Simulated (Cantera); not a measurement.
An isothermal, constant-pressure homogeneous reactor starts with N2O : N2 = 1 : 0.12 (molar parts), at 1475 K and 5.70 Torr. Integrator tolerance rtol = 1e-08.

Computed with Cantera and GRI-Mech 3.0 (53 species, 325 reactions). GRI-Mech 3.0 was tuned for natural gas; its chemistry of N2O as a main component is partial and can be far from experiment. Radical loss at walls, strong at low pressure, is not modelled. The temperature is held fixed by assumption; the heat of reaction is taken as removed at once.

```json
[
 {"quantity": "x(N2O) at 100 s", "before": "5.05e-6 (gas-phase equilibrium 6.21e-9)", "after": "0.821 (gas-phase equilibrium 5.95e-10)"},
 {"quantity": "x(N2) at 100 s", "before": "0.619 (gas-phase equilibrium 0.691)", "after": "0.153 (gas-phase equilibrium 0.691)"},
 {"quantity": "x(O2) at 100 s", "before": "0.237 (gas-phase equilibrium 0.308)", "after": "0.0233 (gas-phase equilibrium 0.309)"},
 {"quantity": "x(NO2) at 100 s", "before": "7.60e-5 (gas-phase equilibrium 7.50e-7)", "after": "3.57e-7 (gas-phase equilibrium 2.92e-7)"},
 {"quantity": "x(NO) at 100 s", "before": "0.144 (gas-phase equilibrium 0.00123)", "after": "0.00341 (gas-phase equilibrium 9.71e-5)"},
 {"quantity": "x(O) at 100 s", "before": "1.63e-5 (gas-phase equilibrium 1.84e-5)", "after": "3.32e-7 (gas-phase equilibrium 1.60e-8)"}
]
```

Problem. What was changed between the two runs?
(A) temperature 1475 to 1100 K
(B) pressure from 5.70 Torr to 1430 Torr
(C) temperature 1475 to 1050 K
(D) temperature 1475 to 1073 K

Solution. A, temperature 1475 to 1100 K
